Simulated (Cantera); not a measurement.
A freely propagating, adiabatic, planar premixed flame of 49.1 % H2, 9.42 % O2, 41.5 % N2, unburnt at 448 K and 1.38 atm; mixture-averaged transport, grid criteria slope 0.08 and curve 0.16, no radiation.

Computed with Cantera and the H2/O2 subset of GRI-Mech 3.0, which has no nitrogen chemistry. Burning velocities carry a grid error of a few per cent, more on coarse grids.

Task: Predict: laminar burning velocity; thermal thickness; peak x(O); peak x(OH); peak x(HO2).

Result: 
```
Property                    Result
------------------------  --------
laminar burning velocity  437 cm/s
thermal thickness         0.278 mm
peak x(O)                  0.00141
peak x(OH)                 0.00132
peak x(HO2)               0.000395
```
